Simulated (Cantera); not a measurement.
Input: 1 mol SiH4, 0.0058 mol C2H4, 890 mol H2, equilibrated at 1800 °C.

Cantera equilibrium calculation (NASA polynomials, part measured and part estimated; ideal gas, pure solids and liquids). Candidate condensed phases: C, C6H6, C7H8, C8H18, Si, SiC; 87 gas species. Kinetics and transport are ignored.

Question: At 3.20 mbar, list the 4 most abundant gas species with their mole fractions, and the condensed phases.

Answer: H2 0.953, H 0.0454, Si 0.00105, SiH 3.34e-5. Condensed: gas only.
